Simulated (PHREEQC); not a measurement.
Dissolve 190 mmol/kgw H2SO4 and 0.36 mmol/kgw FeSO4 at 20 °C and 10 atm. Closed to the air; pH follows from the charge balance.

Model: ion-association model, phreeqc.dat, run in PHREEQC.

This is a speciation only: nothing precipitates in the calculation.

Task: Order these Fe species by the share of Fe that they hold, largest first: FeSO4, Fe+2, FeHSO4+.

Result: Fe+2 (51 %), FeHSO4+ (31 %), FeSO4 (19 %)

The pH is 0.76 and the ionic strength 0.249 mol/kgw.
